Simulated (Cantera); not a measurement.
An adiabatic, constant-pressure homogeneous reactor starts with CH4 : CO : O2 : N2 : CO2 = 1 : 0.84 : 7.56 : 28.4 : 4.4 (molar parts), at 1623 K and 0.760 atm. Integrator tolerance rtol = 1e-08.

Model: GRI-Mech 3.0 (53 species, 325 reactions), integrated in Cantera.

### Question
What does this change do: pressure from 0.760 atm to 0.474 atm?

### Answer
```csv
quantity,before,after
time of steepest temperature rise,0.423 ms,0.651 ms
temperature at 10.0 s,2184 K,2178 K
equilibrium temperature,2184 K,2178 K
x(CH4) at 10.0 s,<1e-12 (gas-phase equilibrium <1e-12),<1e-12 (gas-phase equilibrium <1e-12)
x(CO) at 10.0 s,0.00263 (gas-phase equilibrium 0.00263),0.00317 (gas-phase equilibrium 0.00317)
x(O2) at 10.0 s,0.119 (gas-phase equilibrium 0.119),0.119 (gas-phase equilibrium 0.119)
x(H2O) at 10.0 s,0.0461 (gas-phase equilibrium 0.0461),0.0459 (gas-phase equilibrium 0.0459)
x(OH) at 10.0 s,0.00294 (gas-phase equilibrium 0.00294),0.00322 (gas-phase equilibrium 0.00322)
```

### Question
What does this change do: pressure from 0.760 atm to 0.237 atm?

### Answer
```csv
quantity,before,after
time of steepest temperature rise,0.423 ms,1.24 ms
temperature at 10.0 s,2184 K,2167 K
equilibrium temperature,2184 K,2167 K
x(CH4) at 10.0 s,<1e-12 (gas-phase equilibrium <1e-12),<1e-12 (gas-phase equilibrium <1e-12)
x(CO) at 10.0 s,0.00263 (gas-phase equilibrium 0.00263),0.00412 (gas-phase equilibrium 0.00412)
x(O2) at 10.0 s,0.119 (gas-phase equilibrium 0.119),0.119 (gas-phase equilibrium 0.119)
x(H2O) at 10.0 s,0.0461 (gas-phase equilibrium 0.0461),0.0455 (gas-phase equilibrium 0.0455)
x(OH) at 10.0 s,0.00294 (gas-phase equilibrium 0.00294),0.00365 (gas-phase equilibrium 0.00365)
```
